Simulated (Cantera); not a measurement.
Input: 1 mol CuO, 0.97 mol CH₄, 1.6 mol H₂, 1.4 mol C, at 101000 Pa.

These are equilibrium values from Cantera (NASA tables, ideal gas, pure condensed phases), not measurements of a reactor. Candidate condensed phases: C, C₆H₆, C₇H₈, C₈H₁₈, Cu, CuO, Cu(OH)₂, Cu₂O, H₂O; 113 gas species. Equilibrium is a limit: real reactors are often held back by kinetics, nucleation or transport.

Over these rows the condensed part is C(graphite) + Cu(l). Partial pressures as log10 of bar:

```json
[
 {"T (K)": "1400", "1000/T (1/K)": "0.7143", "log p Cu": "-5.87", "log p H₂": "-0.10", "log p CO": "-0.65"},
 {"T (K)": "1450", "1000/T (1/K)": "0.6897", "log p Cu": "-5.46", "log p H₂": "-0.10", "log p CO": "-0.65"},
 {"T (K)": "1500", "1000/T (1/K)": "0.6667", "log p Cu": "-5.08", "log p H₂": "-0.10", "log p CO": "-0.65"},
 {"T (K)": "1550", "1000/T (1/K)": "0.6452", "log p Cu": "-4.73", "log p H₂": "-0.10", "log p CO": "-0.65"},
 {"T (K)": "1600", "1000/T (1/K)": "0.6250", "log p Cu": "-4.40", "log p H₂": "-0.10", "log p CO": "-0.65"},
 {"T (K)": "1650", "1000/T (1/K)": "0.6061", "log p Cu": "?", "log p H₂": "-0.10", "log p CO": "-0.65"}
]
```

Question: Fit log p(Cu) = a + b·(1000/T) to the five rows, give the apparent enthalpy, and predict the row at 1650 K.

Answer: Means: 1000/T = 0.6682, log p = -5.108. Sxy = -0.082018, Sxx = 0.0049849, so b = -16.45 and a = -5.108 − (-16.45)×0.6682 = 5.88.
Apparent enthalpy: −19.145 × (-16.45) = 315 kJ/mol. The condensed phases alone fix this pressure, through Cu(l) = Cu(g), so the slope is that reaction's ΔH° and the other gases don't enter. The five rows lie within 0.01 of the line.
Prediction at 1650 K: 5.88 + (-16.45)×0.6061 = -4.09. The computed value is -4.09, 0.00 from the line.
